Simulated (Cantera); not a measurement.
Source: NASA polynomial tables (part measured, part estimated), evaluated in Cantera. Values are per mole of reaction as written; species without (g) are pure solids or liquids, kept so even where they would boil at 1 bar.

### Question
Between 500 and 1550 K, where is each reaction favourable under standard conditions?
- 2 PbO + 2 Cl2(g) = 2 PbCl2(g) + O2(g)

### Answer
- 2 PbO + 2 Cl2(g) = 2 PbCl2(g) + O2(g): ΔG° is -38 kJ at 500 K and -252 kJ at 1550 K; it stays negative (K > 1). ΔH° is -12 kJ and ΔS° 155 J/K at 1550 K.
